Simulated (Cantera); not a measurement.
Cantera with NASA thermochemical tables; ideal gases at 1 bar, condensed phases pure. Values are per mole of reaction as written; species without (g) are pure solids or liquids, kept so even where they would boil at 1 bar.

2 Li2O + N2(g) = 4 Li + 2 NO(g)

```tsv
T (K)	ΔH° (kJ)	ΔS° (J/K)	ΔG° (kJ)	log10 K	condensed phases
300	1380.0	270.6	1298.8	-226.13	Li2O(s), Li(s)
650	1395.8	306.4	1196.6	-96.16	Li2O(s), Li(l)
725	[?]	[?]	[?]	[?]	Li2O(s), Li(l)
800	1394.9	305.2	1150.8	-75.13	Li2O(s), Li(l)
875	[?]	[?]	[?]	[?]	Li2O(s), Li(l)
950	1392.6	302.6	1105.2	-60.76	Li2O(s), Li(l)
1025	1390.4	301.2	1081.7	-55.12	Li2O(s), Li(l)
1100	1388.5	299.4	1059.2	-50.29	Li2O(s), Li(l)
1175	1386.3	297.5	1036.8	-46.09	Li2O(s), Li(l)
1250	1384.0	295.5	1014.5	-42.39	Li2O(s), Li(l)
1325	[?]	[?]	[?]	[?]	Li2O(s), Li(l)
1400	[?]	[?]	[?]	[?]	Li2O(s), Li(l)
```

Question: What belongs in the gaps?

Answer: 
- 725, ΔH° (kJ): 1395.5
- 725, ΔS° (J/K): 306.0
- 725, ΔG° (kJ): 1173.7
- 725, log10 K: -84.56
- 875, ΔH° (kJ): 1393.9
- 875, ΔS° (J/K): 304.0
- 875, ΔG° (kJ): 1127.9
- 875, log10 K: -67.33
- 1325, ΔH° (kJ): 1381.4
- 1325, ΔS° (J/K): 293.5
- 1325, ΔG° (kJ): 992.5
- 1325, log10 K: -39.12
- 1400, ΔH° (kJ): 1378.7
- 1400, ΔS° (J/K): 291.5
- 1400, ΔG° (kJ): 970.5
- 1400, log10 K: -36.21
